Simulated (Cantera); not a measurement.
Charge: 1 mol HgO, 1.3 mol O2, 0.24 mol N2, at 6.40 bar.

Equilibrium computed with Cantera from the NASA thermochemical tables; the gas is ideal and each condensed phase is pure. Candidate condensed phases: Hg, HgO; 10 gas species. Equilibrium is a limit: real reactors are often held back by kinetics, nucleation or transport. All values below are at 1225 K.

Base state: O2 0.592, Hg 0.329, N2 0.0789, NO 0.000125 (mole fractions); condensed: gas only.

### Question
What changes in the equilibrium state with this change: 0.0027 mol NH3 added?

### Answer
```json
[
 {"species": "O2", "before": "0.592", "after": "0.591"},
 {"species": "Hg", "before": "0.329", "after": "0.329"},
 {"species": "N2", "before": "0.0789", "after": "0.0792"},
 {"species": "H2O", "before": "0", "after": "0.00133"},
 {"species": "NO", "before": "0.000125", "after": "0.000125"}
]
```
Further candidate phases: H2O.
